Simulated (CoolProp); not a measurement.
Computed with CoolProp (reference Helmholtz-energy equation of state, McLinden 2020).

**Question.** For R1336mzz(Z), give the phase and the density (kg/m³), speed of sound (m/s), Joule-Thomson coefficient (K/MPa), expansivity (1/kK) at 10.05 °C and 0.101 MPa.

**Answer.** 
- 10.05 °C and 0.101 MPa: liquid; density 1400, speed of sound 682, Joule-Thomson coefficient -0.295, expansivity 1.79
